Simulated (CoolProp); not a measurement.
Properties of dodecamethylcyclohexasiloxane (D6) along the isobar 794 kPa.

Model: reference Helmholtz-energy equation of state, Colonna 2008, in CoolProp. It is a short technical equation, of lower accuracy than the large ones.

| T (°C) | phase | Z | cp (kJ/(kg K)) | cv (kJ/(kg K)) | isothermal compressibility (1/MPa) | expansivity (1/kK) |
|---|---|---|---|---|---|---|
| 121.05 | liquid | 0.1247 | 1.762 | 1.596 | 0.004682 | 1.302 |
| 149.25 | liquid | 0.1209 | 1.820 | 1.650 | 0.005758 | 1.388 |
| 177.45 | liquid | 0.1180 | 1.878 | 1.703 | 0.007227 | 1.500 |
| 205.65 | liquid | 0.1161 | 1.936 | 1.753 | 0.009325 | 1.652 |
| 233.95 | liquid | 0.1152 | 1.996 | 1.802 | 0.01253 | 1.867 |
| 262.15 | liquid | 0.1155 | 2.058 | 1.848 | 0.01784 | 2.193 |
| 290.35 | liquid | 0.1175 | 2.129 | 1.892 | 0.02790 | 2.741 |
| 318.65 | liquid | 0.1226 | 2.223 | 1.935 | 0.05188 | 3.842 |
| 346.85 | liquid | 0.1352 | 2.410 | 1.979 | 0.1479 | 7.222 |
